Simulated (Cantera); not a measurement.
Iron carbonyl, mercury and lead vapours: Pb + O2 + H2

A closed system holds: 1 mol Pb, 0.13 mol O2, 10 mol H2, at 1448 K and 1 atm.

Method: chemical equilibrium by Gibbs-energy minimisation in Cantera with the NASA 1993 tables (ideal gas, pure condensed phases). Candidate condensed phases: H2O, Pb, PbO, PbO2, Pb3O4; 12 gas species. Kinetics and transport are ignored.

```yaml
x(H2): 0.960
x(H2O): 0.0256
x(Pb): 0.0144
x(H): 8.97e-6
x(Pb2): 4.28e-6
n(Pb(l)): 0.854 mol
gas_amount: 10.15 mol
```
